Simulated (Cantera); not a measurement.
Charge: 1 mol toluene, 0.033 mol H2O, 19 mol H2, at 630000 Pa.

These are equilibrium values from Cantera (NASA tables, ideal gas, pure condensed phases), not measurements of a reactor. Candidate condensed phases: C, C6H6, C7H8, C8H18, H2O; 110 gas species. Equilibrium is a limit: real reactors are often held back by kinetics, nucleation or transport. All values below are at 2277 °C.

Base state: H2 0.972, C2H2 (acetylene) 0.0129, H 0.0123, CO 0.00142, CH4 0.000825, CH3 0.000185, C4H2 7.11e-5, C2H4 4.84e-5 (mole fractions); condensed: C(graphite).

What changes in the equilibrium state with this change: H2O from 0.033 to 0.18 mol?


```
species              before     after
-----------------  --------  --------
H2                    0.972     0.966
C2H2 (acetylene)     0.0129    0.0128
H                    0.0123    0.0122
CO                  0.00142   0.00766
CH4                0.000825  0.000815
C2H4                4.84e-5   4.78e-5
CH3                0.000185  0.000183
C2H2 (vinylidene)   1.19e-5   1.18e-5
C4H2                7.11e-5   7.07e-5
C(graphite), mol       6.33      6.18
```
